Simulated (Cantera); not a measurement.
A closed system holds: 1 mol n-butane, 0.026 mol CO2, 0.24 mol N2, 0.059 mol H2O, equilibrated at 1125 °C and 92000 Pa.

These are equilibrium values from Cantera (NASA tables, ideal gas, pure condensed phases), not measurements of a reactor. Candidate condensed phases: C, C6H6, C7H8, C8H18, H2O; 136 gas species. The numbers say what is thermodynamically allowed, not how fast it happens.

Base state: H2 0.931, N2 0.0445, CO 0.0205, CH4 0.00349, HCN 9.94e-5, H2O 6.66e-5, NH3 1.50e-5 (mole fractions); condensed: C(graphite).

Q: What changes in the equilibrium state with this change: H2O from 0.059 to 0.29 mol?

A: 
```csv
species,before,after
H2,0.931,0.897
CO,0.0205,0.0582
N2,0.0445,0.0410
H2O,6.66e-5,0.000182
NH3,1.50e-5,1.36e-5
"C(graphite), mol",3.90,3.67
```
